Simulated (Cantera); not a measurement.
An adiabatic, constant-pressure homogeneous reactor starts with CH4 : C2H6 : C3H8 : O2 : N2 : H2O = 1 : 0.16 : 0.035 : 3.55 : 31.6 : 3.6 (molar parts), equivalence ratio 0.77, at 1750 K and 0.530 bar.

Detailed kinetics in Cantera: GRI-Mech 3.0 (53 species, 325 reactions).

x: mole fraction; the columns are a selection and need not sum to one.

| t (s) | T (K) | x CH4 | x C2H6 | x C3H8 | x NO2 | x CH2CO | x O2 |
|---|---|---|---|---|---|---|---|
| 3.00e-6 | 1747 | 0.0250 | 0.00380 | 0.000788 | <1e-12 | 1.66e-8 | 0.0888 |
| 8.22e-6 | 1743 | 0.0248 | 0.00341 | 0.000640 | <1e-12 | 7.45e-7 | 0.0886 |
| 2.25e-5 | 1739 | 0.0235 | ? | ? | 1.46e-12 | ? | 0.0874 |
| 6.16e-5 | 1804 | 0.0137 | 0.000332 | 5.32e-6 | 2.09e-10 | 0.000470 | 0.0755 |
| 0.000169 | 2068 | <1e-12 | <1e-12 | <1e-12 | 1.10e-9 | <1e-12 | 0.0294 |
| 0.000462 | 2164 | <1e-12 | <1e-12 | <1e-12 | 3.72e-9 | <1e-12 | 0.0269 |
| 0.00127 | 2271 | <1e-12 | <1e-12 | <1e-12 | 1.64e-8 | <1e-12 | 0.0242 |
| 0.00346 | 2338 | <1e-12 | <1e-12 | <1e-12 | 6.28e-8 | <1e-12 | 0.0223 |
| 0.00949 | 2348 | <1e-12 | <1e-12 | <1e-12 | 1.61e-7 | <1e-12 | 0.0218 |
| 0.0260 | 2347 | <1e-12 | <1e-12 | <1e-12 | 3.88e-7 | <1e-12 | 0.0214 |
| 0.0711 | 2344 | <1e-12 | <1e-12 | <1e-12 | 8.12e-7 | <1e-12 | 0.0206 |
| 0.195 | 2341 | <1e-12 | <1e-12 | <1e-12 | 1.18e-6 | <1e-12 | 0.0198 |
| 0.533 | 2340 | <1e-12 | <1e-12 | <1e-12 | 1.23e-6 | <1e-12 | 0.0197 |
| 1.46 | 2340 | <1e-12 | <1e-12 | <1e-12 | 1.23e-6 | <1e-12 | 0.0197 |
| 4.00 | 2340 | <1e-12 | <1e-12 | <1e-12 | 1.23e-6 | <1e-12 | 0.0197 |

Question: Fill in the missing entries.

Answer: 
- 2.25e-5, x C2H6: 0.00235
- 2.25e-5, x C3H8: 0.000314
- 2.25e-5, x CH2CO: 2.33e-5
